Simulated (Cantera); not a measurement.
A freely propagating, adiabatic, planar premixed flame of 23.6 % H₂, 19.7 % O₂, 56.7 % N₂, unburnt at 375 K and 100.0 Torr; mixture-averaged transport, grid criteria slope 0.08 and curve 0.16, no radiation.

Computed with Cantera and the H2/O2 subset of GRI-Mech 3.0, which has no nitrogen chemistry. Burning velocities carry a grid error of a few per cent, more on coarse grids. Lean hydrogen flames are cellular in practice and burn faster than this planar one.

x: mole fraction of selected species; z is measured from the peak of heat release.

| z (mm) | T (K) | u (m/s) | x H₂ | x O₂ | x H₂O | x O | x H₂O₂ | x OH |
|---|---|---|---|---|---|---|---|---|
| -14.3 | 375 | 2.25 | 0.236 | 0.197 | <1e-8 | <1e-8 | <1e-8 | <1e-8 |
| -9.51 | 375 | 2.25 | 0.236 | 0.197 | <1e-8 | <1e-8 | <1e-8 | <1e-8 |
| -7.13 | 375 | 2.25 | 0.236 | 0.197 | <1e-8 | <1e-8 | <1e-8 | <1e-8 |
| -4.75 | 375 | 2.25 | 0.236 | 0.197 | 2.57e-8 | <1e-8 | <1e-8 | <1e-8 |
| -2.38 | 383 | 2.29 | 0.232 | 0.198 | ? | ? | ? | ? |
| -1.19 | 608 | 3.53 | 0.196 | 0.195 | 0.0184 | 0.000130 | 1.97e-5 | 0.000694 |
| 0 | 1028 | 5.78 | 0.0984 | 0.159 | 0.102 | 0.00555 | 1.22e-6 | 0.00238 |
| 1.19 | 1311 | 7.31 | 0.0289 | 0.107 | 0.189 | 0.0156 | 1.46e-6 | 0.00734 |
| 2.38 | 1445 | 8.01 | 0.0193 | 0.0958 | 0.207 | 0.0176 | 1.01e-6 | 0.00998 |
| 4.75 | 1587 | 8.72 | 0.0175 | 0.0922 | 0.217 | 0.0161 | 5.47e-7 | 0.0126 |
| 9.51 | 1731 | 9.43 | 0.0149 | 0.0897 | 0.227 | 0.0131 | 2.70e-7 | 0.0145 |
| 19.0 | 1863 | 10.1 | 0.0111 | 0.0881 | 0.237 | 0.00940 | 1.45e-7 | 0.0149 |
| 38.0 | 1969 | 10.5 | ? | 0.0875 | 0.247 | ? | ? | ? |

Q: Complete the blanks.

A: 
- -2.38, x H₂O: 0.000234
- -2.38, x O: 1.28e-6
- -2.38, x H₂O₂: 4.29e-6
- -2.38, x OH: 1.28e-5
- 38.0, x H₂: 0.00715
- 38.0, x O: 0.00583
- 38.0, x H₂O₂: 8.86e-8
- 38.0, x OH: 0.0135
